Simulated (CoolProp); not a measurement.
Saturation properties of ethane.

Values from CoolProp's reference Helmholtz-energy equation of state, Bücker 2006.

```json
[
 {"T (K)": "193.7", "p (kPa)": "161.7", "vapour Z": "0.9529", "vapour viscosity (µPa s)": "6.18", "liquid conductivity (mW/(m K))": "158"},
 {"T (K)": "200.9", "p (kPa)": "226.2", "vapour Z": "0.9402", "vapour viscosity (µPa s)": "6.42", "liquid conductivity (mW/(m K))": "152"},
 {"T (K)": "208.1", "p (kPa)": "308.7", "vapour Z": "0.9256", "vapour viscosity (µPa s)": "6.67", "liquid conductivity (mW/(m K))": "145"},
 {"T (K)": "215.3", "p (kPa)": "412.0", "vapour Z": "0.9089", "vapour viscosity (µPa s)": "6.92", "liquid conductivity (mW/(m K))": "139"},
 {"T (K)": "222.4", "p (kPa)": "537.1", "vapour Z": "0.8905", "vapour viscosity (µPa s)": "7.18", "liquid conductivity (mW/(m K))": "132"},
 {"T (K)": "229.6", "p (kPa)": "690.8", "vapour Z": "0.8697", "vapour viscosity (µPa s)": "7.45", "liquid conductivity (mW/(m K))": "126"},
 {"T (K)": "236.8", "p (kPa)": "874.6", "vapour Z": "0.8466", "vapour viscosity (µPa s)": "7.74", "liquid conductivity (mW/(m K))": "120"},
 {"T (K)": "244", "p (kPa)": "1092", "vapour Z": "0.8210", "vapour viscosity (µPa s)": "8.06", "liquid conductivity (mW/(m K))": "114"},
 {"T (K)": "251.2", "p (kPa)": "1346", "vapour Z": "0.7928", "vapour viscosity (µPa s)": "8.40", "liquid conductivity (mW/(m K))": "108"},
 {"T (K)": "258.4", "p (kPa)": "1640", "vapour Z": "0.7614", "vapour viscosity (µPa s)": "8.78", "liquid conductivity (mW/(m K))": "103"},
 {"T (K)": "265.5", "p (kPa)": "1974", "vapour Z": "0.7271", "vapour viscosity (µPa s)": "9.22", "liquid conductivity (mW/(m K))": "96.9"},
 {"T (K)": "272.7", "p (kPa)": "2361", "vapour Z": "0.6881", "vapour viscosity (µPa s)": "9.73", "liquid conductivity (mW/(m K))": "91.2"},
 {"T (K)": "279.9", "p (kPa)": "2800", "vapour Z": "0.6437", "vapour viscosity (µPa s)": "10.4", "liquid conductivity (mW/(m K))": "85.5"},
 {"T (K)": "287.1", "p (kPa)": "3298", "vapour Z": "0.5918", "vapour viscosity (µPa s)": "11.2", "liquid conductivity (mW/(m K))": "79.8"}
]
```

It boils at 184.6 K under 1 atm.

Viscosity comes from a separate model (Friend 1991). Thermal conductivity comes from a separate model (Friend 1991).
